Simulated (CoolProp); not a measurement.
Vapour-liquid equilibrium of methanol (1) + dimethyl carbonate (2) at 116.95 °C; x and y are mole fractions of (1).

Model: multi-fluid Helmholtz-energy mixture model, de Reuck 1993 and Zhou 2011; pair parameters Bell 2016, in CoolProp.

**Question.** Give the bubble pressure and the first vapour's composition at x = 0.05, 0.2, 0.8. Is there an azeotrope?

**Answer.** x = 0.05: 2.722 bar, y = 0.205; x = 0.2: 3.837 bar, y = 0.492; x = 0.8: 5.733 bar, y = 0.850. No azeotrope shows between x = 0.05 and 0.95.

Pair parameters are fitted to limited data, so mixtures are less certain than the pure fluids.
